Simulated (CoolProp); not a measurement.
R22 along the isotherm 319.6 K: fugacity coefficient from the reference equation and from simpler models built on Tc = 369.3 K, pc = 4990 kPa, ω = 0.221; each cubic takes its own stable root.

The numbers come from the reference Helmholtz-energy equation of state, Kamei 1995 in CoolProp.

```
p (kPa)   phase  reference
-------  ------  ---------
23.7        gas     0.9973
42.1        gas     0.9953
74.9        gas     0.9916
133         gas     0.9850
237         gas     0.9734
421         gas     0.9528
749         gas     0.9162
1330        gas     0.8513
2370     liquid     0.6138
4210     liquid     0.3646
7490     liquid     0.2252
```

Q: How far does each simpler model (Redlich-Kwong, Soave-Redlich-Kwong, Peng-Robinson) lie from the reference over these 11 states: mean and median of the absolute difference, and the worst?

A: 
- Redlich-Kwong: mean 4.6 %, median 0.4 %, worst +17.5 % at 319.6 K and 7490 kPa
- Soave-Redlich-Kwong: mean 1.1 %, median 0.2 %, worst +4.5 % at 319.6 K and 7490 kPa
- Peng-Robinson: mean 0.1 %, median 0.1 %, worst -0.3 % at 319.6 K and 1330 kPa
